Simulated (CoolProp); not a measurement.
R507A along the isobar 1.64 MPa: fugacity coefficient from the reference equation and from simpler models built on Tc = 70.6 °C, pc = 3.705 MPa, ω = 0.286; each cubic takes its own stable root.

Computed with CoolProp (reference Helmholtz-energy equation of state, Lemmon 2003). It is a pseudo-pure fit of the blend.

```
T (°C)   phase  reference
------  ------  ---------
-61.15  liquid    0.03029
-40.25  liquid    0.08383
-19.25  liquid     0.1881
1.65    liquid     0.3574
22.65   liquid     0.5996
64.45      gas     0.8337
85.45      gas     0.8656
106.35     gas     0.8900
```

### Question
How far does each simpler model (van der Waals, Redlich-Kwong, Soave-Redlich-Kwong) lie from the reference over these 8 states: mean and median of the absolute difference, and the worst?

### Answer
- van der Waals: mean 162.1 %, median 66.4 %, worst +653.1 % at -61.15 °C and 1.64 MPa
- Redlich-Kwong: mean 37.4 %, median 28.3 %, worst +110.7 % at -61.15 °C and 1.64 MPa
- Soave-Redlich-Kwong: mean 1.9 %, median 1.5 %, worst +3.8 % at 22.65 °C and 1.64 MPa

At some of these states van der Waals gives the other phase, because its saturation line lies elsewhere.
